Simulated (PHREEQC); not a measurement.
Dissolve 0.001 mol HF, 0.012 mol KF and 0.00043 mol H4SiO4 per kg of water at 17 °C. Closed to the air; pH follows from the charge balance.

The numbers come from PHREEQC with the ion-association model, phreeqc.dat.

### Question
The ionic strength comes out as 0.0122 mol/kgw. What activity coefficients do SiF6-2, K+, F-, HF2-, H+ get?

### Answer
SiF6-2 0.65, K+ 0.89, F- 0.89, HF2- 0.90, H+ 0.91.

No solid was allowed to form. Examples of supersaturated solids here: Quartz (slow to form). Others may be too. Complexes and solids missing from the database can't appear. SiF6-2 is the database's only silicon fluoride.
